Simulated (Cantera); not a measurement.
Charge: 1 mol Si2H6, 7.8 mol NO, 0.5 mol H2, 0.054 mol O3, at 7.60 mbar.

Cantera equilibrium calculation (NASA polynomials, part measured and part estimated; ideal gas, pure solids and liquids). Candidate condensed phases: H2O, Si, SiO2, Si2N2O, Si3N4; 35 gas species. The feed counts by its element totals alone. Equilibrium is a limit: real reactors are often held back by kinetics, nucleation or transport. All values below are at 1048 K.

Base state: N2 0.511, H2O 0.459, O2 0.0303, NO 1.58e-5 (mole fractions); condensed: SiO2(β-quartz).

Task: What changes in the equilibrium state with this change: 0.26 mol Cl2 added?

Result: 
```json
[
 {"species": "N2", "before": "0.511", "after": "0.486"},
 {"species": "H2O", "before": "0.459", "after": "0.404"},
 {"species": "HCl", "before": "0", "after": "0.0647"},
 {"species": "O2", "before": "0.0303", "after": "0.0450"},
 {"species": "Cl", "before": "0", "after": "6.05e-5"},
 {"species": "Cl2", "before": "0", "after": "4.68e-5"},
 {"species": "NO", "before": "1.58e-5", "after": "1.88e-5"},
 {"species": "SiO2(β-quartz), mol", "before": "2.00", "after": "2.00"}
]
```
Further candidate phases: NH4Cl.

Task: What changes in the equilibrium state with this change: NO from 7.8 to 0.35 mol?

Result: 
```
species               before    after
-------------------  -------  -------
H2                   1.04e-8    1.000
H2O                    0.459  3.01e-9
N2                     0.511    <1e-9
O2                    0.0303    <1e-9
NO                   1.58e-5    <1e-9
SiO2(β-quartz), mol     2.00    0.168
Si(s), mol                 0     1.48
Si2N2O(s), mol             0    0.175
```
Mutual solubility and eutectic melting of coexisting phases are not modelled.

Task: What changes in the equilibrium state with this change: O3 from 0.054 to 2.1 mol?

Result: 
```json
[
 {"species": "N2", "before": "0.511", "after": "0.364"},
 {"species": "H2O", "before": "0.459", "after": "0.327"},
 {"species": "O2", "before": "0.0303", "after": "0.308"},
 {"species": "NO", "before": "1.58e-5", "after": "4.27e-5"},
 {"species": "SiO2(β-quartz), mol", "before": "2.00", "after": "2.00"}
]
```
